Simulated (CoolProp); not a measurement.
Vapour-liquid equilibrium of propane (1) + isobutene (2) at 0.599 MPa; x and y are mole fractions of (1).

Computed with CoolProp (multi-fluid Helmholtz-energy mixture model, Lemmon 2009 and Lemmon 2005; pair parameters Bell 2016).

```tsv
x	bubble temperature, mixture model (K)	bubble temperature, Raoult's law (K)	y, mixture model	y, Raoult's law
0.05	318.2	319.0	0.133	0.130
0.15	311.4	312.8	0.332	0.340
0.25	306.0	307.4	0.476	0.499
0.35	301.6	302.6	0.587	0.622
0.45	297.7	298.3	0.678	0.718
0.55	294.2	294.5	0.755	0.795
0.65	291.0	291.0	0.823	0.857
0.75	288.0	287.8	0.883	0.908
0.85	285.1	284.9	0.935	0.950
0.95	282.3	282.3	0.980	0.985
```

The largest gap from Raoult's law is -1.4 K in bubble temperature, at x = 0.15. No azeotrope shows between x = 0.05 and 0.95.

Pair parameters are fitted to limited data, so mixtures are less certain than the pure fluids. The gap from Raoult's law changes sign with composition, which may be real or a fault of the pair parameters; it wasn't checked against measurements.
